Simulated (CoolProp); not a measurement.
Vapour-liquid equilibrium of hydrogen sulfide (1) + n-butane (2) at 40.65 °C; x and y are mole fractions of (1).

The numbers come from the multi-fluid Helmholtz-energy mixture model, Lemmon 2006 and Bücker 2006; pair parameters Kunz 2012 in CoolProp.

```tsv
x	bubble pressure, mixture model (MPa)	bubble pressure, Raoult's law (MPa)	y, mixture model	y, Raoult's law
0.05	0.5781	0.5113	___	0.284
0.2	1.102	0.8892	0.666	0.653
0.35	___	1.267	___	0.802
0.5	1.900	1.645	0.840	0.883
0.65	2.218	2.023	0.885	0.933
0.8	2.512	2.400	0.927	0.968
0.95	___	2.778	___	0.993
```

Fill in the missing entries.


- 0.05, y, mixture model: 0.333
- 0.35, bubble pressure, mixture model (MPa): 1.537
- 0.35, y, mixture model: 0.778
- 0.95, bubble pressure, mixture model (MPa): 2.803
- 0.95, y, mixture model: 0.978

The largest gap from Raoult's law is +23.9 % in bubble pressure, at x = 0.2. No azeotrope shows between x = 0.05 and 0.95.

The pair parameters rest on a limited set of measurements; away from them the model extrapolates.
